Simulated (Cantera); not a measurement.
Roasting and sulfation: FeS + O2 + N2

Feed: 1 mol FeS, 1.7 mol O2, 26 mol N2, equilibrated at 950 °C and 0.0133 bar.

Method: chemical equilibrium by Gibbs-energy minimisation in Cantera with the NASA 1993 tables (ideal gas, pure condensed phases). Candidate condensed phases: Fe, FeO, FeS, FeSO4, FeS2, Fe2O3, Fe2(SO4)3, Fe3O4, S; 19 gas species. Mutual solubility and eutectic melting of coexisting phases are not modelled. Equilibrium is a limit: real reactors are often held back by kinetics, nucleation or transport.

```json
{
  "x(N2)": "0.963",
  "x(SO2)": "0.0370",
  "x(O2)": "8.04e-5",
  "x(SO3)": "8.21e-6",
  "x(NO)": "5.03e-6",
  "n(Fe2O3(s))": "0.186 mol",
  "n(Fe3O4(s))": "0.209 mol",
  "gas_amount": "27.00 mol",
  "log10 activity of Fe(γ) (absent)": "-6.34",
  "log10 activity of S(l) (absent)": "-9.81"
}
```
